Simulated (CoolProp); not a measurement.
Aqueous magnesium chloride as a coolant, 30 % by mass, freezing at -100.0 °C, 1 atm.

Values from CoolProp's Melinder's fits for secondary coolants.

```tsv
T (°C)	density (kg/m³)	cp (kJ/(kg K))	viscosity (mPa s)	Prandtl number
-3.9	1335	2.638	74600	480000
0.3	1329	2.627	46500	288000
4.5	1323	2.614	29900	178000
8.7	1317	___	19900	115000
13	1311	2.582	13600	75700
17.2	1306	2.562	___	52800
21.4	1301	2.540	7410	38500
25.7	1296	2.513	5850	29300
29.9	1292	2.484	4900	23700
34.1	___	2.450	___	20300
```

**Question.** Fill in the missing entries.

**Answer.** 
- 8.7, cp (kJ/(kg K)): 2.599
- 17.2, viscosity (mPa s): 9820
- 34.1, density (kg/m³): 1288
- 34.1, viscosity (mPa s): 4350
